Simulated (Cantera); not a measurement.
An isothermal, constant-pressure homogeneous reactor starts with C2H4 : H2 = 1 : 1.4 (molar parts), at 1275 K and 1330 Pa. Integrator tolerance rtol = 1e-08.

Model: GRI-Mech 3.0 (53 species, 325 reactions), integrated in Cantera. GRI-Mech 3.0 was tuned for natural gas; its chemistry of ethylene as a main component is partial and can be far from experiment. GRI-Mech 3.0 stops at C3 and has no aromatics, soot or wall deposition, so with more carbon than oxygen in the feed, carbon stays in small species such as C2H2 where larger ones or solid carbon would form. Radical loss at walls, strong at low pressure, is not modelled.

What does this change do: pressure from 1330 Pa to 7500 Pa?


```
quantity                                            before                                    after
-----------------  ---------------------------------------  ---------------------------------------
x(C2H4) at 60.0 s   0.0106 (gas-phase equilibrium 0.00967)    0.0449 (gas-phase equilibrium 0.0361)
x(H2) at 60.0 s        0.700 (gas-phase equilibrium 0.659)      0.623 (gas-phase equilibrium 0.533)
x(CH4) at 60.0 s    0.00341 (gas-phase equilibrium 0.0553)     0.0880 (gas-phase equilibrium 0.205)
x(H) at 60.0 s     7.49e-6 (gas-phase equilibrium 5.22e-6)  4.61e-6 (gas-phase equilibrium 1.98e-6)
x(C2H2) at 60.0 s      0.286 (gas-phase equilibrium 0.276)      0.244 (gas-phase equilibrium 0.226)
```

What does this change do: C2H4 1 to 0.1 parts?


```csv
quantity,before,after
x(C2H4) at 60.0 s,0.0106 (gas-phase equilibrium 0.00967),0.00292 (gas-phase equilibrium 0.00217)
x(H2) at 60.0 s,0.700 (gas-phase equilibrium 0.659),0.937 (gas-phase equilibrium 0.917)
x(CH4) at 60.0 s,0.00341 (gas-phase equilibrium 0.0553),0.00119 (gas-phase equilibrium 0.0365)
x(H) at 60.0 s,7.49e-6 (gas-phase equilibrium 5.22e-6),9.60e-6 (gas-phase equilibrium 6.15e-6)
x(C2H2) at 60.0 s,0.286 (gas-phase equilibrium 0.276),0.0592 (gas-phase equilibrium 0.0445)
```
